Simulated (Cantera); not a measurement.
## Fluorocarbon and chlorocarbon gases: CF₄ + H₂

A closed system holds: 1 mol CF₄, 3.3 mol H₂, equilibrated at 0.285 Torr.

These are equilibrium values from Cantera (NASA tables, ideal gas, pure condensed phases), not measurements of a reactor. Candidate condensed phases: C, C₆H₆, C₇H₈, C₈H₁₈; 95 gas species. Equilibrium is a limit: real reactors are often held back by kinetics, nucleation or transport.

```json
[
 {"T (K)": "1523", "x HF": "0.754", "x H₂": "0.245", "x H": "0.000587", "x F": "5.85e-8", "x C₂H₂ (acetylene)": "2.89e-6", "n C(graphite)": "1.000"},
 {"T (K)": "1623", "x HF": "0.754", "x H₂": "0.244", "x H": "0.00175", "x F": "3.37e-7", "x C₂H₂ (acetylene)": "8.51e-6", "n C(graphite)": "1.000"},
 {"T (K)": "1723", "x HF": "0.753", "x H₂": "0.242", "x H": "0.00461", "x F": "1.59e-6", "x C₂H₂ (acetylene)": "2.19e-5", "n C(graphite)": "1.000"},
 {"T (K)": "1823", "x HF": "0.751", "x H₂": "0.238", "x H": "0.0109", "x F": "6.38e-6", "x C₂H₂ (acetylene)": "5.04e-5", "n C(graphite)": "0.999"},
 {"T (K)": "1923", "x HF": "0.746", "x H₂": "0.231", "x H": "0.0232", "x F": "2.23e-5", "x C₂H₂ (acetylene)": "0.000104", "n C(graphite)": "0.999"},
 {"T (K)": "2023", "x HF": "0.738", "x H₂": "0.217", "x H": "0.0454", "x F": "6.96e-5", "x C₂H₂ (acetylene)": "0.000194", "n C(graphite)": "0.998"},
 {"T (K)": "2123", "x HF": "0.724", "x H₂": "0.194", "x H": "0.0812", "x F": "0.000199", "x C₂H₂ (acetylene)": "0.000322", "n C(graphite)": "0.996"},
 {"T (K)": "2223", "x HF": "0.704", "x H₂": "0.163", "x H": "0.132", "x F": "0.000533", "x C₂H₂ (acetylene)": "0.000472", "n C(graphite)": "0.994"},
 {"T (K)": "2323", "x HF": "0.679", "x H₂": "0.123", "x H": "0.196", "x F": "0.00138", "x C₂H₂ (acetylene)": "0.000596", "n C(graphite)": "0.991"}
]
```
x: gas mole fraction; n: condensed amount in mol.

From 1523 K to 2323 K the condensed part is C(graphite). The main C-bearing gas is C₂H₂ (acetylene) throughout.
